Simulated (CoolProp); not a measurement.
C2F6 (R116) at several states: Z from the reference equation and from simpler models built on Tc = 293.0 K, pc = 30.48 bar, ω = 0.257; each cubic takes its own stable root.

Model: reference Helmholtz-energy equation of state, Lemmon 2006, in CoolProp. It is a short technical equation, of lower accuracy than the large ones.

| T (K) | p (bar) | phase | reference |
|---|---|---|---|
| 411.8 | 5.51 | gas | 0.9829 |
| 346 | 21.9 | gas | 0.8570 |
| 416.6 | 3.47 | gas | 0.9898 |
| 229.1 | 1.24 | gas | 0.9684 |
| 365.4 | 21.5 | gas | 0.8893 |

How far does each simpler model (Redlich-Kwong, Soave-Redlich-Kwong) lie from the reference over these 5 states: mean and median of the absolute difference, and the worst?


- Redlich-Kwong: mean 1.0 %, median 0.5 %, worst -2.1 % at 365.4 K and 21.5 bar
- Soave-Redlich-Kwong: mean 0.1 %, median 0.1 %, worst +0.3 % at 365.4 K and 21.5 bar
